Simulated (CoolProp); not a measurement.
Vapour-liquid equilibrium of methanol (1) + ethanol (2) at 330.3 K; x and y are mole fractions of (1).

Computed with CoolProp (multi-fluid Helmholtz-energy mixture model, de Reuck 1993 and Schroeder 2014; pair parameters Bell 2016).

Problem. Give the bubble pressure and the first vapour's composition at x = 0.75, 0.85, 0.95. Is there an azeotrope?

Solution. x = 0.75: 0.06618 MPa, y = 0.844; x = 0.85: 0.06979 MPa, y = 0.912; x = 0.95: 0.07350 MPa, y = 0.973. No azeotrope shows between x = 0.05 and 0.95.

The pair parameters rest on a limited set of measurements; away from them the model extrapolates.
